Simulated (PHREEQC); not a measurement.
0.047 g of hydrous ferric oxide (600 m²/g; 0.2 weak and 0.005 strong sites per Fe, Dzombak-Morel constants, diffuse double layer) in 1 kg of water with 0.01 mol/kgw of an inert sodium salt, at 25 °C; the pH is set by adding NaOH or the inert anion's acid. Oxygen alone is held at its pressure in air (log pO2 = -0.68). The system is closed to CO2. No solid was allowed to form.

Base run: PHREEQC, ion-association model, wateq4f.dat. Each further column changes one thing. The table gives surface charge σ (C/m²).

| pH | base | background salt from 0.01 to 0.001 mol/kgw | oxide from 0.047 to 0.23 g/kgw | 4.4e-05 mol/kgw NiCl2 added |
|---|---|---|---|---|
| 3 | 0.324 | 0.252 | 0.325 | 0.325 |
| 3.5 | 0.275 | 0.174 | 0.275 | 0.275 |
| 4 | 0.216 | 0.117 | 0.217 | 0.217 |
| 5 | 0.113 | 0.050 | 0.113 | 0.114 |
| 5.5 | 0.077 | 0.031 | 0.077 | 0.077 |
| 6 | 0.049 | 0.019 | 0.050 | 0.051 |
| 6.5 | 0.030 | 0.011 | 0.030 | 0.032 |
| 7 | 0.017 | 0.006 | 0.017 | 0.020 |
| 8 | 0.001 | 0.000 | 0.001 | 0.011 |
| 8.5 | -0.005 | -0.002 | -0.005 | 0.007 |
| 9 | -0.013 | -0.004 | -0.013 | 0.003 |

The oxide is taken as insoluble; below pH 4 it would dissolve. In at least one series the solution becomes supersaturated in solids that the run did not let form, among them Ni(OH)2.
